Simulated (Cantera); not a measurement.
Hydrocarbon pyrolysis for carbon deposition

A perfectly stirred reactor is fed with 1.64 % C₂H₄, 98.4 % H₂, at 100.0 Torr; it is held at 1625 K, and followed from long to short residence time.

Cantera simulation using GRI-Mech 3.0 (53 species, 325 reactions); the numbers are that mechanism's predictions, not measurements. GRI-Mech 3.0 was tuned for natural gas; its chemistry of ethylene as a main component is partial and can be far from experiment. GRI-Mech 3.0 stops at C3 and has no aromatics, soot or wall deposition, so with more carbon than oxygen in the feed, carbon stays in small species such as C2H2 where larger ones or solid carbon would form.

| τ (s) | x C₂H₄ | x H₂ | x C₂H₂ | x CH₂ | x H |
|---|---|---|---|---|---|
| 0.78 | 0.000265 | 0.984 | 0.0157 | 2.44e-10 | 0.000173 |
| 0.36 | 0.000387 | 0.984 | 0.0156 | 1.18e-10 | 0.000147 |
| 0.17 | 0.000711 | 0.984 | 0.0154 | 7.42e-11 | 0.000112 |
| 0.078 | 0.00162 | 0.984 | 0.0145 | 7.59e-11 | 7.77e-5 |
| 0.036 | 0.00365 | 0.984 | 0.0125 | 1.04e-10 | 5.37e-5 |
| 0.017 | 0.00694 | 0.984 | 0.00928 | 1.36e-10 | 3.80e-5 |
| 0.0077 | 0.0110 | 0.984 | 0.00529 | 1.34e-10 | 2.39e-5 |
| 0.0036 | 0.0140 | 0.984 | 0.00239 | 8.16e-11 | 1.15e-5 |
| 0.0017 | 0.0153 | 0.984 | 0.00103 | 3.59e-11 | 4.60e-6 |
x: mole fraction; the columns are a selection and need not sum to one.
